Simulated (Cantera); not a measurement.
Feed: 1 mol CuO, 13 mol H2, 0.056 mol H2O, held at 1202 °C and 0.000400 bar.

These are equilibrium values from Cantera (NASA tables, ideal gas, pure condensed phases), not measurements of a reactor. Candidate condensed phases: Cu, CuO, Cu(OH)2, Cu2O, H2O; 12 gas species. Equilibrium is a limit: real reactors are often held back by kinetics, nucleation or transport.

Base state: H2 0.906, H2O 0.0798, Cu 0.0134, H 0.000617 (mole fractions); condensed: Cu(l).

### Question
What changes in the equilibrium state with this change: pressure from 0.000400 bar to 0.0120 bar?

### Answer
```csv
species,before,after
H2,0.906,0.919
H2O,0.0798,0.0808
Cu,0.0134,0.000447
H,0.000617,0.000113
"Cu(l), mol",0.823,0.994
```
